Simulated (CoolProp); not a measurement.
Model: reference Helmholtz-energy equation of state, Lemmon 2000, in CoolProp. It is a pseudo-pure fit of the blend.

### Question
For dry air, give the phase and the density (kg/m³), expansivity (1/kK), fugacity coefficient at 75 K and 14.2 MPa; 75 K and 23.7 MPa; 75 K and 28.4 MPa.

### Answer
- 75 K and 14.2 MPa: liquid; density 920, expansivity 4.16, fugacity coefficient 0.00774
- 75 K and 23.7 MPa: liquid; density 936, expansivity 3.79, fugacity coefficient 0.00746
- 75 K and 28.4 MPa: liquid; density 943, expansivity 3.65, fugacity coefficient 0.00786
